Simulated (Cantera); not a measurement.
Feed: 1 mol C3H6, 0.071 mol O2, at 1275 K and 1 atm.

Method: chemical equilibrium by Gibbs-energy minimisation in Cantera with the NASA 1993 tables (ideal gas, pure condensed phases). Candidate condensed phases: C, C6H6, C7H8, C8H18, H2O; 110 gas species. Rates play no part.

Base state: H2 0.946, CO 0.0451, CH4 0.00840, H2O 0.000504, CO2 1.44e-5 (mole fractions); condensed: C(graphite).

What changes in the equilibrium state with this change: temperature from 1275 K to 2650 K?


```csv
species,before,after
H2,0.946,0.894
CO,0.0451,0.0442
H,7.12e-7,0.0440
C2H2 (acetylene),3.63e-7,0.0175
C4H2,<1e-9,0.000143
C2H,<1e-9,8.37e-5
C2H2 (vinylidene),<1e-9,2.20e-5
CO2,1.44e-5,5.14e-9
"C(graphite), mol",2.83,2.74
```
